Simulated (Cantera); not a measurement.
**Adiabatic ignition**

An adiabatic, constant-pressure homogeneous reactor starts with 1.12 % CH4, 0.0614 % H2, 6.65 % O2, 73.2 % N2, 19.0 % H2O, equivalence ratio 0.34, at 1100 K and 750 Torr.

Model: GRI-Mech 3.0 (53 species, 325 reactions), integrated in Cantera.

```
t (s)     T (K)   x CH4      x H2    x O2       x H   x CH2CO
--------  -----  ------  --------  ------  --------  --------
9.00e-6    1100  0.0112  0.000614  0.0665  1.55e-12    <1e-12
2.30e-5    1100  0.0112  0.000614  0.0665  1.86e-12    <1e-12
5.88e-5    1100  0.0112  0.000614  0.0665  2.09e-12    <1e-12
0.000150   1100  0.0112  0.000614  0.0665  2.62e-12    <1e-12
0.000384   1100  0.0112  0.000614  0.0665  4.01e-12    <1e-12
0.000982   1100  0.0112  0.000614  0.0665  7.87e-12    <1e-12
0.00251    1100  0.0112  0.000614  0.0665  2.00e-11    <1e-12
0.00642    1100  0.0112  0.000614  0.0665  7.26e-11    <1e-12
0.0164     1100  0.0112  0.000613  0.0665  6.00e-10    <1e-12
0.0419     1100  0.0111  0.000609  0.0665   3.90e-9  1.86e-10
0.107      1102  0.0109  0.000603  0.0663   1.66e-8   4.54e-8
0.274      1350  <1e-12   2.29e-7  0.0439   1.27e-9    <1e-12
0.700      1350  <1e-12   2.10e-7  0.0439   1.11e-9    <1e-12
```
x: mole fraction; the columns are a selection and need not sum to one.

| Property | Result |
|---|---|
| time of steepest temperature rise | 0.164 s |
| temperature at 0.700 s | 1350 K |
| equilibrium temperature | 1350 K |
| x(CH4) at 0.700 s | <1e-12 (gas-phase equilibrium <1e-12) |
| x(H2) at 0.700 s | 2.10e-7 (gas-phase equilibrium 2.08e-7) |
| x(O2) at 0.700 s | 0.0439 (gas-phase equilibrium 0.0438) |
